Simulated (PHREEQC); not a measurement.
Dissolve 2 mmol/kgw MgCl2, 0.85 mmol/kgw Na2HPO4 and 1.1 mmol/kgw NaCl at 40 °C. Closed to the air; pH follows from the charge balance.

Computed with PHREEQC (ion-association model, wateq4f.dat).

This is a speciation only: nothing precipitates in the calculation.

Problem. Predict the pH.

Solution. pH 7.82.

Problem. In which forms is Mg present?

Solution. Mg+2 81 %, MgHPO4 15 %, MgPO4- 3.4 % of the Mg.

H3PO4, which wateq4f.dat lacks, is added to it with the constant of phreeqc.dat. Constants without temperature data keep their 25 °C values here.
